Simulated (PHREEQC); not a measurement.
Model water analysis in mg/L, 25 °C, pH 1.89, pe 9.3:

```csv
constituent,mg/L
Na,142
K,59
Ca,146
Mg,30.4
Cl,130
S(6) as SO4,1920
Cu(2),3.9
```

Valence states are taken as typed.

Model: ion-association model, phreeqc.dat, run in PHREEQC.

```json
[
 {"quantity": "ionic strength (mol/kgw)", "before": "0.0448", "after": "0.152"},
 {"quantity": "SO4-2 (mol/kgw)", "before": "0.0106", "after": "0.0447"},
 {"quantity": "HSO4- (mol/kgw)", "before": "0.00761", "after": "0.0238"},
 {"quantity": "Ca+2 (mol/kgw)", "before": "0.00248", "after": "0.00752"},
 {"quantity": "K+ (mol/kgw)", "before": "0.00146", "after": "0.00556"},
 {"quantity": "CaSO4 (mol/kgw)", "before": "0.00107", "after": "0.00645"},
 {"quantity": "SI of Gypsum (CaSO4:2H2O)", "before": "-0.64", "after": "+0.15"},
 {"quantity": "SI of Sylvite (KCl)", "before": "-6.34", "after": "-5.25"}
]
```

Problem. Which change was made?
A) K from 59 to 177 mg/L
B) Mg from 30.4 to 91.2 mg/L
C) temperature from 25 to 50 °C at the same typed pH
D) all concentrations times 4 at the same typed pH

Solution. D, all concentrations times 4 at the same typed pH

No solid was allowed to form. Some of these states are supersaturated (in Gypsum, for instance).
